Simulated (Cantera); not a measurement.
Cantera run:

```python
import numpy as np
import cantera as ct

gas_names = """
    N NO NO2 NO3 N2 N2O O O2 O3 Pb PbO Pb2
""".split()
cond_names = """
    Pb(cr) Pb(L) PbO(rd) PbO(yw) PbO(L) PbO2(s) Pb3O4(s)
""".split()


# ... load() reads the species with a 1 bar reference pressure and builds the phases ...
atoms = {
    'PbO': {'Pb': 1, 'O': 1},
    'O2': {'O': 2},
    'N2': {'N': 2},
}
top_T = {'Pb3O4(s)': 820}  # K; cautious upper limits of use, not melting points


# ... equilibrate(T, P, feed) seeds the gas with the atoms and calls Mixture.equilibrate('TP', solver="vcs", rtol=1e-11, max_steps=5000) ...
results = []
T = 1325  # K
P = 700  # Pa
for m in [1.4, 1.8, 2.4, 3, 3.9, 5, 6.4, 8.3, 11, 14, 18]:
    feed = {'PbO': 1, 'O2': 0.021, 'N2': m}  # mol
    mix = equilibrate(T, P, feed)
    results.append((T, P, feed, dict(zip(mix.species_names, mix.species_moles))))

top = {s: max(r[3][s] / sum(r[3][g] for g in gas_names) for r in results) for s in gas_names}
cols = sorted((s for s in top if top[s] > 1e-06), key=lambda s: -top[s])[:6]
seen = [c for c in cond_names if any(r[3].get(c, 0) > 1e-12 for r in results)]
print("log10 of partial pressures in bar; condensed amounts in mol")
print(f"{'n(N2)':>10s}" + "".join(f"{s[:9]:>10s}" for s in cols + seen))
for T, P, feed, n in results:
    ng = sum(n[g] for g in gas_names)
    print(f"{feed['N2']:10.4g}" + "".join(f"{np.log10(max(n[s] / ng * P / 1e5, 1e-99)):10.3f}" for s in cols)
          + "".join(f"{n.get(c, 0):10.4g}" for c in seen))
```

Output:

```
log10 of partial pressures in bar; condensed amounts in mol
     n(N2)        N2       PbO        O2        Pb        NO    PbO(L)
       1.4    -2.215    -3.161    -3.885    -4.105    -5.992    0.8236
       1.8    -2.214    -3.161    -3.947    -4.074    -6.023     0.772
       2.4    -2.213    -3.161    -4.008    -4.044    -6.053     0.694
         3    -2.213    -3.161    -4.047    -4.024    -6.072    0.6157
       3.9    -2.213    -3.161    -4.086    -4.005    -6.092    0.4979
         5    -2.213    -3.161    -4.116    -3.990    -6.107    0.3537
       6.4    -2.212    -3.161    -4.140    -3.978    -6.119    0.1698
       8.3    -2.208    -3.192    -4.177    -3.990    -6.135         0
        11    -2.196    -3.308    -4.260    -4.064    -6.171         0
        14    -2.188    -3.410    -4.333    -4.130    -6.203         0
        18    -2.181    -3.518    -4.410    -4.200    -6.238         0
```

Cantera equilibrium calculation (NASA polynomials, part measured and part estimated; ideal gas, pure solids and liquids). Gases not in the tables: (PbO)n polymers.
